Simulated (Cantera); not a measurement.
A Cantera script and what it prints.

```python
import numpy as np
import cantera as ct

gas_names = """
    CL CLO CL2 Mg MgCL MgCL2 MgN MgO Mg2 N NO NO2 NO3 N2 N2O O O2 O3
""".split()
cond_names = """
    Mg(cr) Mg(L) MgCL2(s) MgCL2(L) MgO(s) MgO(L)
""".split()


# ... load() reads the species with a 1 bar reference pressure and builds the phases ...
atoms = {
    'MgCl2': {'Mg': 1, 'CL': 2},
    'O2': {'O': 2},
    'N2': {'N': 2},
}
top_T = {}  # K; cautious upper limits of use, not melting points


# ... equilibrate(T, P, feed) seeds the gas with the atoms and calls Mixture.equilibrate('TP', solver="vcs", rtol=1e-11, max_steps=5000) ...
results = []
feed = {'MgCl2': 1, 'O2': 0.62, 'N2': 13}  # mol
P = 77000  # Pa
for T in [1073, 1273, 1473, 1673, 1873, 2073, 2273]:
    mix = equilibrate(T, P, feed)
    results.append((T, P, feed, dict(zip(mix.species_names, mix.species_moles))))
    x = sorted(zip(gas.X, gas.species_names), reverse=True)
    print(f"T = {T:g} K  P = {P:g} Pa  gas = {mix.phase_moles(0):.4g} mol")
    print("   x: " + "  ".join(f"{s} {v:.3e}" for v, s in x if v > 0.0001))
    print("   condensed (mol): " + ("  ".join(f"{mix.phase(i).name} {mix.phase_moles(i):.4g}"
          for i in range(1, mix.n_phases) if mix.phase_moles(i) > 1e-12) or "none"))
```

Output:

```
T = 1073 K  P = 77000 Pa  gas = 14.12 mol
   x: N2 9.204e-01  CL2 7.039e-02  O2 8.614e-03  CL 3.251e-04  MgCL2 2.521e-04
   condensed (mol): MgO(s) 0.9964
T = 1273 K  P = 77000 Pa  gas = 14.19 mol
   x: N2 9.163e-01  CL2 6.235e-02  O2 1.178e-02  MgCL2 6.747e-03  CL 2.761e-03
   condensed (mol): MgO(s) 0.9043
T = 1473 K  P = 77000 Pa  gas = 14.42 mol
   x: N2 9.012e-01  CL2 3.235e-02  MgCL2 3.199e-02  O2 2.410e-02  CL 9.952e-03  NO 3.875e-04
   condensed (mol): MgO(s) 0.5386
T = 1673 K  P = 77000 Pa  gas = 14.62 mol
   x: N2 8.886e-01  MgCL2 5.083e-02  O2 3.304e-02  CL 1.767e-02  CL2 8.700e-03  NO 1.101e-03
   condensed (mol): MgO(s) 0.2568
T = 1873 K  P = 77000 Pa  gas = 14.69 mol
   x: N2 8.839e-01  MgCL2 5.444e-02  O2 3.420e-02  CL 2.300e-02  NO 2.254e-03  CL2 2.108e-03
   condensed (mol): MgO(s) 0.2004
T = 2073 K  P = 77000 Pa  gas = 14.72 mol
   x: N2 8.814e-01  MgCL2 5.365e-02  O2 3.288e-02  CL 2.730e-02  NO 3.890e-03  CL2 6.151e-04  O 2.375e-04
   condensed (mol): MgO(s) 0.2104
T = 2273 K  P = 77000 Pa  gas = 14.74 mol
   x: N2 8.790e-01  MgCL2 5.199e-02  CL 3.114e-02  O2 3.072e-02  NO 5.989e-03  O 8.463e-04  CL2 2.177e-04
   condensed (mol): MgO(s) 0.2325
```

Equilibrium computed with Cantera from the NASA thermochemical tables; the gas is ideal and each condensed phase is pure.
